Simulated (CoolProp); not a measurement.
Fluorine along the isobar 75.9 bar: density (kg/m³) from the reference equation and from simpler models built on Tc = -128.7 °C, pc = 52.40 bar, ω = 0.045; each cubic takes its own stable root.

The numbers come from the reference Helmholtz-energy equation of state, de Reuck 1990 in CoolProp.

| T (°C) | phase | reference |
|---|---|---|
| -213.05 | liquid | 1675 |
| -197.05 | liquid | 1578 |
| -181.05 | liquid | 1474 |
| -165.05 | liquid | 1357 |
| -149.05 | liquid | 1217 |
| -133.05 | liquid | 1021 |
| -117.05 | supercritical | 516.7 |
| -101.15 | supercritical | 298.3 |
| -85.15 | supercritical | 235.7 |
| -69.15 | supercritical | 201.0 |
| -53.15 | supercritical | 177.7 |
| -37.15 | supercritical | 160.4 |
| -21.15 | supercritical | 146.8 |
| -5.15 | supercritical | 135.8 |
| 10.85 | supercritical | 126.5 |
| 26.85 | supercritical | 118.6 |

How far does each simpler model (van der Waals, Redlich-Kwong, Soave-Redlich-Kwong) lie from the reference over these 16 states: mean and median of the absolute difference, and the worst?


- van der Waals: mean 13.4 %, median 4.7 %, worst -31.3 % at -213.05 °C and 75.9 bar
- Redlich-Kwong: mean 1.7 %, median 0.9 %, worst -8.0 % at -133.05 °C and 75.9 bar
- Soave-Redlich-Kwong: mean 1.7 %, median 0.9 %, worst -7.8 % at -133.05 °C and 75.9 bar
